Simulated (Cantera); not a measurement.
Input: 1 mol MgO, 18 mol F2, 4.4 mol H2, equilibrated at 1027 °C and 0.150 bar.

Cantera equilibrium calculation (NASA polynomials, part measured and part estimated; ideal gas, pure solids and liquids). Candidate condensed phases: H2O, Mg, MgF2, MgO, Mg(OH)2; 31 gas species. The numbers say what is thermodynamically allowed, not how fast it happens.

Base state: F 0.647, HF 0.272, F2 0.0659, O2 0.0154 (mole fractions); condensed: MgF2(s).

Q: What changes in the equilibrium state with this change: MgO replaced by CaO?

A: 
```csv
species,before,after
F,0.647,0.647
HF,0.272,0.272
F2,0.0659,0.0659
O2,0.0154,0.0154
"MgF2(s), mol",1.000,0
"CaF2(s), mol",0,1.000
```
Further candidate phases: Ca, CaF2, CaO, Ca(OH)2.

Q: What changes in the equilibrium state with this change: F2 from 18 to 3.1 mol?

A: 
```json
[
 {"species": "HF", "before": "0.272", "after": "0.646"},
 {"species": "H2", "before": "<1e-9", "after": "0.200"},
 {"species": "H2O", "before": "<1e-9", "after": "0.154"},
 {"species": "F", "before": "0.647", "after": "<1e-9"},
 {"species": "F2", "before": "0.0659", "after": "<1e-9"},
 {"species": "O2", "before": "0.0154", "after": "<1e-9"},
 {"species": "MgF2(s), mol", "before": "1.000", "after": "1.000"}
]
```
